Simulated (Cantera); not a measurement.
A diamond (100) surface in a fixed gas of H2 with x(CH4) = 0.0033, x(CH3) = 0.00023, at 1025 K, 90.0 Torr; coverages are run to steady state.

Cantera simulation using the Harris–Goodwin 1993 mechanism for the reconstructed diamond (100) surface; the numbers are that mechanism's predictions, not measurements.

θ: site fractions in the mechanism's names (c6HH fully hydrogenated, c6H* and c6*H radical sites, c6** diradical, c6HM methylated).

```tsv
x(H)	growth (µm/h)	θ c6HH	θ c6H*	θ c6*H	θ c6**	θ c6HM
0.0001	___	0.428	0.0126	0.240	0.00282	0.225
0.0002	___	0.440	0.0141	0.270	0.00454	0.193
0.0004	___	0.469	0.0159	0.303	0.00651	0.146
0.00079	___	0.503	0.0175	0.334	0.00832	0.0976
0.0016	___	0.532	0.0188	0.359	0.00974	0.0577
0.0031	14.7	0.550	0.0196	0.374	0.0106	0.0328
0.0062	15.5	0.561	0.0202	0.383	0.0111	0.0173
0.012	16.0	0.567	0.0206	0.388	0.0114	0.00922
0.024	16.2	0.570	0.0211	0.390	0.0117	0.00469
```

Question: Fill in the missing entries.

Answer: 
- 0.0001, growth (µm/h): 3.25
- 0.0002, growth (µm/h): 5.57
- 0.0004, growth (µm/h): 8.42
- 0.00079, growth (µm/h): 11.1
- 0.0016, growth (µm/h): 13.3
